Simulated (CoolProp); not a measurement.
Chlorine along the isobar 3.31 MPa: fugacity coefficient from the reference equation and from simpler models built on Tc = 416.9 K, pc = 7.642 MPa, ω = 0.070; each cubic takes its own stable root.

Model: reference Helmholtz-energy equation of state, Thol 2021, in CoolProp.

```tsv
T (K)	phase	reference
192	liquid	0.002307
205.3	liquid	0.005594
218.7	liquid	0.01204
232	liquid	0.02328
245.4	liquid	0.04154
258.8	liquid	0.06901
272.1	liquid	0.1076
285.5	liquid	0.1599
298.9	liquid	0.2273
312.2	liquid	0.3103
325.6	liquid	0.4105
339	liquid	0.5272
352.3	liquid	0.6582
```

### Question
How far does each simpler model (van der Waals, Redlich-Kwong, Soave-Redlich-Kwong) lie from the reference over these 13 states: mean and median of the absolute difference, and the worst?

### Answer
- van der Waals: mean 388.7 %, median 185.8 %, worst +1638.6 % at 192 K and 3.31 MPa
- Redlich-Kwong: mean 6.8 %, median 4.0 %, worst -26.4 % at 192 K and 3.31 MPa
- Soave-Redlich-Kwong: mean 2.8 %, median 1.9 %, worst +8.9 % at 192 K and 3.31 MPa

At some of these states van der Waals gives the other phase, because its saturation line lies elsewhere.
